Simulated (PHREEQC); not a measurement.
## Alkaline etch or developer: an equilibrium model

Make-up at 20 °C: 190 mmol/kgw KOH, 13 mmol/kgw K2SiO3 and 48 mmol/kgw K3PO4. It is in equilibrium with CO2 at log p = -3.4 (atm). Otherwise closed; pH follows from the charge balance.

The numbers come from PHREEQC with the ion-association model, wateq4f.dat.

Each row changes one thing in this solution. This is a speciation only: nothing precipitates in the calculation.

```csv
case,pH,ionic strength (mol/kgw),CO3-2 (mol/kgw),HCO3- (mol/kgw),HPO4-2 (mol/kgw),H3SiO4- (mol/kgw),SI of SiO2(a) (SiO2)
as made,9.94,0.485,0.0872,0.0801,0.0412,0.00840,+0.47
KOH left out,9.62,0.227,0.0158,0.0364,0.0437,0.00563,+0.65
K3PO4 from 0.048 to 0.024 mol/kgw,9.93,0.385,0.0772,0.0769,0.0209,0.00818,+0.48
K2SiO3 from 0.013 to 0.0065 mol/kgw,9.93,0.469,0.0836,0.0787,0.0413,0.00417,+0.18
diluted 100-fold with water,___,0.00411,___,0.00255,0.000461,6.03e-6,___
temperature from 20 to 65 °C,___,0.506,0.102,0.0437,0.0402,0.0113,___
```

Some entries are withheld; supply them.


- diluted 100-fold with water, pH: 8.57
- diluted 100-fold with water, CO3-2 (mol/kgw): 4.84e-5
- diluted 100-fold with water, SI of SiO2(a) (SiO2): -1.15
- temperature from 20 to 65 °C, pH: 9.99
- temperature from 20 to 65 °C, SI of SiO2(a) (SiO2): -0.35

Complexes and solids missing from the database can't appear. Some of these states are supersaturated (in SiO2(a), Quartz (slow to form), Chalcedony (slow to form), for instance). H3PO4, which wateq4f.dat lacks, is added to it with the constant of phreeqc.dat. At this temperature some constants are extrapolated from 25 °C, and those without enthalpy data are left unchanged.
